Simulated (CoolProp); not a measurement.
Vapour-liquid equilibrium of ethanol (1) + n-hexane (2) at 14.1 bar; x and y are mole fractions of (1).

Computed with CoolProp (multi-fluid Helmholtz-energy mixture model, Schroeder 2014 and Thol 2019; pair parameters Bell 2016).

```
x     bubble temperature (K)  y at the bubble point  dew temperature at overall composition x (K)  liquid density (mol/L)
----  ----------------------  ---------------------  --------------------------------------------  ----------------------
0.05                   449.0                  0.139                                         454.7                   5.688
0.15                   438.7                  0.311                                         448.3                   6.159
0.25                   433.9                  0.405                                         442.3                   6.611
0.35                   431.5                  0.465                                         436.6                   7.116
0.45                   430.3                  0.513                                         432.0                   7.713
0.55                   429.9                  0.559                                         429.9                   8.428
0.65                   430.1                  0.614                                         430.5                   9.279
0.75                   431.1                  0.686                                         432.4                   10.28
0.85                   433.1                  0.785                                         434.6                   11.44
0.95                   436.1                  0.919                                         436.9                   12.80
```

y crosses x between x = 0.55 and 0.65: the model has an azeotrope there.

Pair parameters are fitted to limited data, so mixtures are less certain than the pure fluids.
